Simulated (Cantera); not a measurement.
**Ammonia decomposition in nitride growth gas**

An isothermal, constant-pressure homogeneous reactor starts with NH₃ : N₂ = 0.18 : 2.7 (molar parts), at 1750 K and 2670 Pa.

Cantera simulation using the gas-phase N/H chemistry of the illustrative SiF4/NH3 mechanism in the Surface Chemkin manual (1991); the numbers are that mechanism's predictions, not measurements. Walls and surfaces, which speed up NH3 decomposition in real reactors, are not modelled.

```tsv
t (s)	x NH₃	x H	x H₂	x N₂H₄	x N	x N₂
0.000400	0.0625	3.53e-8	2.76e-7	<1e-12	<1e-12	0.938
0.000813	0.0625	3.53e-8	5.97e-7	<1e-12	<1e-12	0.937
0.00165	0.0625	3.53e-8	1.25e-6	<1e-12	<1e-12	0.937
0.00336	0.0625	3.56e-8	2.59e-6	3.40e-12	1.54e-12	0.937
0.00684	0.0625	3.67e-8	5.36e-6	1.42e-11	1.47e-11	0.937
0.0139	0.0625	4.22e-8	1.15e-5	5.87e-11	9.87e-11	0.937
0.0283	0.0624	6.90e-8	2.88e-5	2.41e-10	3.59e-10	0.937
0.0575	0.0624	2.04e-7	0.000106	9.59e-10	1.48e-9	0.937
0.117	0.0620	9.23e-7	0.000564	2.85e-9	9.07e-9	0.937
0.238	0.0607	2.98e-6	0.00237	3.37e-9	4.30e-8	0.937
0.484	0.0581	5.88e-6	0.00608	2.31e-9	1.08e-7	0.936
0.984	0.0537	9.96e-6	0.0123	1.51e-9	1.84e-7	0.934
2.00	0.0467	1.62e-5	0.0221	9.69e-10	2.45e-7	0.931
```
x: mole fraction; the columns are a selection and need not sum to one.

Equilibrium at this temperature and pressure: NH₃ 2.14e-8, H 0.000425, H₂ 0.0880, N₂H₄ <1e-12, N 8.53e-11, N₂ 0.912 (gas phase only).
